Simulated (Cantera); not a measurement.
Cantera run, input and output.

```python
import numpy as np
import cantera as ct

surf = ct.Interface("diamond.yaml", "diamond_100")
gas, bulk = surf.adjacent["gas"], surf.adjacent["diamond"]
k = surf.kinetics_species_index(bulk.species_names[0])
cover = ["c6HH", "c6H*", "c6*H", "c6**", "c6HM", "c6B"]

rows, drift = [], 0.0
print(f"{'T':>10s}{'um/h':>11s}" + "".join(f"{s:>11s}" for s in cover))
for v in [900, 975, 1050, 1125, 1200, 1275, 1350]:
    T, P, xH, xCH3 = v, 5500, 0.0053, 0.00048
    gas.TPX = T, P, {"H": xH, "CH3": xCH3, "CH4": 0.013, "H2": 1 - xH - xCH3 - 0.013}
    surf.TP = bulk.TP = T, P
    surf.coverages = "c6H*:0.1, c6HH:0.9"
    surf.advance_coverages(100.0)
    before = surf.coverages
    surf.advance_coverages(100.0)
    drift = max(drift, np.max(np.abs(surf.coverages - before) / (surf.coverages + 1e-9)))
    rate = surf.net_production_rates[k] * bulk.mean_molecular_weight / bulk.density * 3.6e9
    rows.append([rate, *surf[cover].coverages])
    print(f"{v:10.4g}{rate:11.4e}" + "".join(f"{x:11.3e}" for x in rows[-1][1:]))
```

Result:

```
         T       um/h       c6HH       c6H*       c6*H       c6**       c6HM        c6B
       900 7.5089e+00  6.328e-01  9.598e-03  2.674e-01  3.918e-03  6.935e-02  2.038e-08
       975 1.1316e+01  5.794e-01  1.511e-02  3.314e-01  7.383e-03  4.992e-02  3.071e-08
      1050 1.4747e+01  5.269e-01  2.180e-02  3.893e-01  1.252e-02  3.425e-02  4.002e-08
      1125 1.4512e+01  4.800e-01  2.953e-02  4.411e-01  1.957e-02  1.890e-02  3.938e-08
      1200 9.7423e+00  4.373e-01  3.787e-02  4.839e-01  2.842e-02  6.910e-03  2.644e-08
      1275 6.2504e+00  3.970e-01  4.614e-02  5.138e-01  3.849e-02  1.876e-03  1.696e-08
      1350 5.4326e+00  3.614e-01  5.409e-02  5.329e-01  4.929e-02  4.730e-04  1.474e-08
```

Detailed kinetics in Cantera: the Harris–Goodwin 1993 mechanism for the reconstructed diamond (100) surface.
